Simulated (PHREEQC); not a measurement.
Solution (45 °C): 0.0019 mol H2SO4, 0.00036 mol Fe(NO3)3 and 0.25 mol CuSO4 per kg of water. It is in equilibrium with CO2 at log p = 0 (atm). Otherwise closed; pH follows from the charge balance.

Model: ion-association model, wateq4f.dat, run in PHREEQC.

Precipitation was switched off in this run.

**Question.** Order these Cu species by the share of Cu that they hold, largest first: Cu+2, CuSO4, CuHCO3+.

**Answer.** CuSO4 (54 %), Cu+2 (46 %), CuHCO3+ (0.13 %)

**Question.** Order these Fe species by the share of Fe that they hold, largest first: FeSO4+, Fe(OH)2+, Fe(SO4)2-, Fe+3, FeOH+2.

**Answer.** FeSO4+ (53 %), Fe(SO4)2- (27 %), FeOH+2 (14 %), Fe(OH)2+ (4.4 %), Fe+3 (1.1 %)

The pH is 3.20 and the ionic strength 0.459 mol/kgw. Examples of supersaturated solids here: Hematite (slow to form), Goethite (slow to form). Others may be too. Away from 25 °C the constants follow the database's enthalpies or fits; those with neither stay at their 25 °C values.
